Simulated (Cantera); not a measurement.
Feed: 1 mol CHF₃, 0.15 mol CH₄, 0.084 mol H₂, at 2.70 mbar.

Cantera equilibrium calculation (NASA polynomials, part measured and part estimated; ideal gas, pure solids and liquids). Candidate condensed phases: C, C₆H₆, C₇H₈, C₈H₁₈; 95 gas species. Gases not in the tables: C₂F₆ and larger saturated fluorocarbons. Equilibrium is a limit: real reactors are often held back by kinetics, nucleation or transport.

### Question
What share of the C ends up in condensed phases as a function of T (K), at 1723, 1923, 2123, 2323, 2523, 2723, 2923, 3123, 3323?

### Answer
| T (K) | C condensed (%) | as |
|---|---|---|
| 1723 | 72.8 | C(graphite) |
| 1923 | 70.8 | C(graphite) |
| 2123 | 68.1 | C(graphite) |
| 2323 | 78.4 | C(graphite) |
| 2523 | 88.6 | C(graphite) |
| 2723 | 87.3 | C(graphite) |
| 2923 | 38.4 | C(graphite) |
| 3123 | 0.0 | - |
| 3323 | 0.0 | - |
